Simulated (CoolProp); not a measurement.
The numbers come from the reference Helmholtz-energy equation of state, Schmidt 1985 in CoolProp.

Q: Give the vapour pressure (kPa), enthalpy of vaporisation (kJ/kg), liquid viscosity (µPa s) of saturated oxygen at 71.9, 77.3 K.

A: 
```json
[
 {"T (K)": "71.9", "p (kPa)": "8.76", "enthalpy of vaporisation (kJ/kg)": "229", "liquid viscosity (µPa s)": "346"},
 {"T (K)": "77.3", "p (kPa)": "20.6", "enthalpy of vaporisation (kJ/kg)": "225", "liquid viscosity (µPa s)": "285"}
]
```

Viscosity comes from a separate model (Lemmon 2004).
